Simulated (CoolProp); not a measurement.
A closed Brayton cycle with dry air: compressor inlet 333.15 K and 7.4 MPa, high pressure 20.7 MPa, turbine inlet 915 K, compressor efficiency 0.8, turbine efficiency 0.85, recuperator effectiveness 0.95 (on enthalpy, no pinch check). Each further row changes one setting.

Values from CoolProp's reference Helmholtz-energy equation of state, Lemmon 2000. It is a pseudo-pure fit of the blend.

```tsv
case	thermal efficiency (%)	net work (kJ/kg)	compressor to turbine work	compressor exit (K)	turbine exit (K)
as stated	27.0	61.7	0.71	476.0	732.5
turbine inlet 865 K	23.4	50.2	0.75	476.0	690.8
compressor inlet 343.15 K	25.1	56.9	0.73	490.1	732.5
high pressure 17.6 MPa	29.2	58.8	0.67	450.7	758.5
recuperator effectiveness 0.5	17.5	61.7	0.71	476.0	732.5
```
